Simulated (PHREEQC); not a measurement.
A PHREEQC input (ion-association model, phreeqc.dat):

```
SOLUTION 1
  temp 25
  units mg/L
  pH 5.82
  pe 1.7
  Na 6.09
  K 6.76
  Ca 6.58
  Mg 0.101
  Cl 19.2 charge
  Li 0.1 charge
  S(6) 7.58 as SO4
  Alkalinity 4.17 as HCO3
  B 0.00764
END
USE solution 1
EQUILIBRIUM_PHASES 1
  Gypsum 0 0
  CO2(g) -3.4 10
END
```

It stops with these messages:

```
ERROR: Charge balance specified for more than one species.
ERROR: Program terminating due to input errors.
```

The fault: two constituents marked charge. The line should read `Cl 19.2` where the input has `Cl 19.2 charge / Li 0.1 charge`. With the mend the run ends at pH 7.04 and ionic strength 0.00101 mol/kgw.
